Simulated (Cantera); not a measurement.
A closed system holds: 1 mol Si, 14 mol HCl, 55 mol H2, held at 1375 °C and 10000 Pa.

These are equilibrium values from Cantera (NASA tables, ideal gas, pure condensed phases), not measurements of a reactor. Candidate condensed phases: Si; 19 gas species. The tables' values for SiCl3 are old estimates; treat these amounts as uncertain. The numbers say what is thermodynamically allowed, not how fast it happens.

Base state: H2 0.812, HCl 0.173, SiCl2 0.0134, SiCl3 0.000854, H 0.000254, SiCl4 0.000120, SiHCl3 9.41e-5, Cl 4.23e-5 (mole fractions); condensed: gas only.

### Question
What changes in the equilibrium state with this change: H2 from 55 to 0.11 mol?

### Answer
| species | before | after |
|---|---|---|
| HCl | 0.173 | 0.804 |
| H2 | 0.812 | 0.122 |
| SiCl4 | 0.000120 | 0.0308 |
| SiCl3 | 0.000854 | 0.0183 |
| SiCl2 | 0.0134 | 0.0239 |
| Cl | 4.23e-5 | 0.000508 |
| SiHCl3 | 9.41e-5 | 0.000780 |
| SiH2Cl2 | 1.26e-5 | 3.37e-6 |
| H | 0.000254 | 9.83e-5 |

### Question
What changes in the equilibrium state with this change: temperature from 1375 °C to 650 °C?

### Answer
```json
[
 {"species": "H2", "before": "0.812", "after": "0.838"},
 {"species": "HCl", "before": "0.173", "after": "0.147"},
 {"species": "SiCl4", "before": "0.000120", "after": "0.0144"},
 {"species": "SiCl2", "before": "0.0134", "after": "1.01e-7"},
 {"species": "H", "before": "0.000254", "after": "<1e-9"},
 {"species": "Cl", "before": "4.23e-5", "after": "<1e-9"},
 {"species": "SiCl3", "before": "0.000854", "after": "6.02e-6"},
 {"species": "SiH2Cl2", "before": "1.26e-5", "after": "5.81e-7"},
 {"species": "SiHCl3", "before": "9.41e-5", "after": "0.000292"}
]
```

### Question
What changes in the equilibrium state with this change: HCl from 14 to 2.5 mol?

### Answer
```tsv
species	before	after
H2	0.812	0.961
HCl	0.173	0.0345
SiCl2	0.0134	0.00439
SiCl4	0.000120	1.32e-6
SiCl3	0.000854	5.14e-5
SiHCl3	9.41e-5	6.15e-6
Cl	4.23e-5	7.77e-6
Si(s), mol	0	0.742
```
